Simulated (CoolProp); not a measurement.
A simple Rankine cycle with n-butane: condensing at 292.15 K, boiler at 0.65 MPa, turbine inlet 338.9 K, turbine efficiency 0.85, pump efficiency 0.8, no recuperator. Each further row changes one setting.

Values from CoolProp's reference Helmholtz-energy equation of state, Bücker 2006.

| case | thermal efficiency (%) | net work (kJ/kg) | heat in (kJ/kg) | turbine exit temperature (K) | volume ratio over the turbine |
|---|---|---|---|---|---|
| as stated | 9.3 | 40.5 | 436 | (withheld) | (withheld) |
| turbine inlet 358.9 K | (withheld) | 44.1 | (withheld) | 328.5 | 3.19 |
| condensing temperature 284.15 K | (withheld) | 49.7 | 455 | 301.4 | 4.18 |
| boiler pressure 0.455 MPa | (withheld) | 29.6 | (withheld) | 318.1 | 2.23 |
| turbine efficiency 0.75 | (withheld) | 35.6 | 436 | 310.4 | 3.26 |

Question: What belongs in the gaps?

Answer: 
- as stated, turbine exit temperature (K): 307.7
- as stated, volume ratio over the turbine: 3.23
- turbine inlet 358.9 K, thermal efficiency (%): 9.2
- turbine inlet 358.9 K, heat in (kJ/kg): 478
- condensing temperature 284.15 K, thermal efficiency (%): 10.9
- boiler pressure 0.455 MPa, thermal efficiency (%): 6.7
- boiler pressure 0.455 MPa, heat in (kJ/kg): 444
- turbine efficiency 0.75, thermal efficiency (%): 8.2
